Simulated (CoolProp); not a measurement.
Vapour pressure (bar) of R1336mzz(Z): the reference equation beside estimates from Tc = 444.5 K, pc = 29.04 bar, ω = 0.386.

Computed with CoolProp (reference Helmholtz-energy equation of state, McLinden 2020).

| T (K) | reference | Lee-Kesler | Redlich-Kwong | Soave-Redlich-Kwong |
|---|---|---|---|---|
| 354.8 | 4.489 | 4.521 | 7.028 | 4.543 |
| 363.2 | 5.559 | 5.596 | 8.284 | 5.636 |
| 371.6 | 6.811 | 6.853 | 9.687 | 6.917 |
| 380 | 8.266 | 8.311 | 11.24 | 8.405 |
| 388.4 | 9.944 | 9.990 | 12.96 | 10.12 |
| 396.8 | 11.87 | 11.91 | 14.84 | 12.09 |
| 405.3 | 14.10 | 14.14 | 16.93 | 14.35 |
| 413.7 | 16.60 | 16.64 | 19.17 | 16.88 |
| 422.1 | 19.43 | 19.48 | 21.60 | 19.72 |
| 430.5 | 22.65 | 22.69 | 24.22 | 22.91 |

Absolute difference from the reference over all 10 rows, mean and median: Lee-Kesler 0.4 and 0.4 %, Redlich-Kwong 29.3 and 27.7 %, Soave-Redlich-Kwong 1.6 and 1.6 %.
